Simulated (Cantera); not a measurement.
Charge: 1 mol FeS, 1.6 mol O₂, 6.7 mol N₂, 0.24 mol SO₂, at 1275 K.

These are equilibrium values from Cantera (NASA tables, ideal gas, pure condensed phases), not measurements of a reactor. Candidate condensed phases: Fe, FeO, FeS, FeSO₄, FeS₂, Fe₂O₃, Fe₂(SO₄)₃, Fe₃O₄, S; 19 gas species. Mutual solubility and eutectic melting of coexisting phases are not modelled. The tables' stoichiometric FeO is somewhat more stable than real wüstite, so its field is too wide. FeO: taken at fixed stoichiometry. Gases not in the tables: S₃ to S₇. Kinetics and transport are ignored.

### Question
Which condensed phases are stable at each of these points (P (Pa)): 1000, 3500, 13000, 45000, 160000, 560000, 2000000?

### Answer
```csv
P (Pa),condensed phases,Fe condensed (%)
1000,FeO(s) + Fe₃O₄(s),100.0
3500,Fe₃O₄(s),100.0
13000,Fe₃O₄(s),100.0
45000,Fe₃O₄(s),100.0
160000,Fe₃O₄(s),100.0
560000,Fe₃O₄(s),100.0
2000000,Fe₃O₄(s),100.0
```

At 0.0100 bar the condensed part is FeO(s) + Fe₃O₄(s). From 0.0350 bar to 20.0 bar the condensed part is Fe₃O₄(s).
